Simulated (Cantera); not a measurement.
A closed system holds: 1 mol FeCl3, 56 mol H2, at 700 K and 1.00 bar.

These are equilibrium values from Cantera (NASA tables, ideal gas, pure condensed phases), not measurements of a reactor. Candidate condensed phases: Fe, FeCl2, FeCl3; 11 gas species. Equilibrium is a limit: real reactors are often held back by kinetics, nucleation or transport.

**Question.** What is the equilibrium state?

**Answer.** 
```
Property                             Result
--------------------------------  ---------
x(H2)                                 0.982
x(HCl)                               0.0177
x(FeCl2)                            1.55e-6
n(FeCl2(s))                       1.000 mol
gas amount                        56.50 mol
log10 activity of Fe(α) (absent)      -0.60
```
